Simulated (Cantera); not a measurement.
A Cantera script and what it prints.

```python
import numpy as np
import cantera as ct

gas_names = """
    B BH BH2 BH3 BN B2 H H2 N NH NH2 NH3 N2 N2H2 N2H4
""".split()
cond_names = """
    B(b) B(L) BN(s)
""".split()


# ... load() reads the species with a 1 bar reference pressure and builds the phases ...
atoms = {
    'B': {'B': 1},
    'NH3': {'N': 1, 'H': 3},
    'N2': {'N': 2},
}
top_T = {'BN(s)': 3200}  # K; cautious upper limits of use, not melting points


# ... equilibrate(T, P, feed) seeds the gas with the atoms and calls Mixture.equilibrate('TP', solver="vcs", rtol=1e-11, max_steps=5000) ...
results = []
feed = {'B': 1, 'NH3': 20, 'N2': 0.37}  # mol
P = 133.322  # Pa
for T in [1073, 1223, 1373, 1523, 1673, 1823, 1973, 2123]:
    mix = equilibrate(T, P, feed)
    results.append((T, P, feed, dict(zip(mix.species_names, mix.species_moles))))

top = {s: max(r[3][s] / sum(r[3][g] for g in gas_names) for r in results) for s in gas_names}
cols = sorted((s for s in top if top[s] > 0.0001), key=lambda s: -top[s])[:5]
seen = [c for c in cond_names if any(r[3].get(c, 0) > 1e-12 for r in results)]
print("log10 of partial pressures in bar; condensed amounts in mol")
print(f"{'T/K':>10s}" + "".join(f"{s[:9]:>10s}" for s in cols + seen))
for T, P, feed, n in results:
    ng = sum(n[g] for g in gas_names)
    print(f"{T:10.4g}" + "".join(f"{np.log10(max(n[s] / ng * P / 1e5, 1e-99)):10.3f}" for s in cols)
          + "".join(f"{n.get(c, 0):10.4g}" for c in seen))
```

Result:

```
log10 of partial pressures in bar; condensed amounts in mol
       T/K        H2        N2         H         B       BH2      B(b)     BN(s)
      1073    -2.999    -3.481    -9.353   -25.320   -16.564         0         1
      1223    -2.999    -3.481    -8.021   -20.481   -13.900         0         1
      1373    -2.999    -3.481    -6.977   -16.706   -11.824         0         1
      1523    -2.999    -3.482    -6.136   -13.680   -10.162         0         1
      1673    -3.000    -3.482    -5.444   -11.201    -8.802         0         1
      1823    -3.004    -3.484    -4.865    -9.134    -7.672         0    0.9993
      1973    -3.015    -3.488    -4.377    -7.382    -6.722         0    0.9928
      2123    -3.048    -3.484    -3.969    -6.038    -6.089    0.9436         0
```

Method: chemical equilibrium by Gibbs-energy minimisation in Cantera with the NASA 1993 tables (ideal gas, pure condensed phases). The tables' values for BH2 are old estimates; treat these amounts as uncertain.
